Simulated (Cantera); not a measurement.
# Adiabatic ignition

An adiabatic, constant-volume homogeneous reactor starts with CO : H2 : O2 : N2 = 1 : 0.29 : 0.787 : 2.96 (molar parts), equivalence ratio 0.82, at 1400 K and 9.87 atm.

Cantera simulation using GRI-Mech 3.0 (53 species, 325 reactions); the numbers are that mechanism's predictions, not measurements. The hydrogen kinetics of GRI-Mech 3.0 are dated; newer H2 mechanisms differ, most at raised pressure. Above 3000 K some thermodynamic fits are extrapolated.

```csv
t (s),T (K),P (bar),x CO,x H2,x O2,x NO,x H2O,x OH
6.00e-6,2613,17.4,0.0950,0.00442,0.0695,0.000137,0.0459,0.0159
1.44e-5,3039,19.7,0.0604,0.00267,0.0547,0.00249,0.0525,0.0144
3.45e-5,3035,19.7,0.0597,0.00265,0.0520,0.00788,0.0527,0.0140
8.28e-5,3024,19.6,0.0595,0.00266,0.0486,0.0152,0.0531,0.0134
0.000199,3017,19.5,0.0594,0.00267,0.0464,0.0199,0.0533,0.0131
0.000476,3015,19.5,0.0593,0.00267,0.0461,0.0206,0.0533,0.0131
0.00114,3015,19.5,0.0593,0.00267,0.0461,0.0206,0.0533,0.0131
0.00274,3015,19.5,0.0593,0.00267,0.0461,0.0206,0.0533,0.0131
0.00657,3015,19.5,0.0593,0.00267,0.0461,0.0206,0.0533,0.0131
0.0158,3015,19.5,0.0593,0.00267,0.0461,0.0206,0.0533,0.0131
0.0378,3015,19.5,0.0593,0.00267,0.0461,0.0206,0.0533,0.0131
0.0907,3015,19.5,0.0593,0.00267,0.0461,0.0206,0.0533,0.0131
0.217,3015,19.5,0.0593,0.00267,0.0461,0.0206,0.0533,0.0131
0.522,3015,19.5,0.0593,0.00267,0.0461,0.0206,0.0533,0.0131
1.25,3015,19.5,0.0593,0.00267,0.0461,0.0206,0.0533,0.0131
3.00,3015,19.5,0.0593,0.00267,0.0461,0.0206,0.0533,0.0131
```
x: mole fraction; the columns are a selection and need not sum to one.

The time of steepest temperature rise comes out as 3.99 µs and the temperature at 3.00 s is 3015 K. The equilibrium temperature is 3015 K and the x(CO) at 3.00 s is 0.0593 (gas-phase equilibrium 0.0593). The x(H2) at 3.00 s is 0.00267 (gas-phase equilibrium 0.00267) and the x(O2) at 3.00 s is 0.0461 (gas-phase equilibrium 0.0461).
